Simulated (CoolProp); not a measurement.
The fluid at 298.15 K and 12.6 MPa (supercritical) is heated at constant pressure to 403 K. The same conditions are run with several fluids, on thermodynamics alone (safety and materials aside).

Computed with CoolProp (reference Helmholtz-energy equation of state of each fluid (carbon monoxide: Lemmon 2006; oxygen: Schmidt 1985; methane: Setzmann 1991; nitrogen: Span 2000; ethylene: Smukala 2000)).

```tsv
fluid	heat (kJ/kg)	final density (kg/m³)
carbon monoxide	125	101
oxygen	?	119
methane	?	62.2
nitrogen	123	100
ethylene	363	?
```

Problem. Fill in the missing entries.

Solution. 
- oxygen, heat (kJ/kg): 112
- methane, heat (kJ/kg): 311
- ethylene, final density (kg/m³): 136

Above 300 K oxygen's equation is extrapolated.
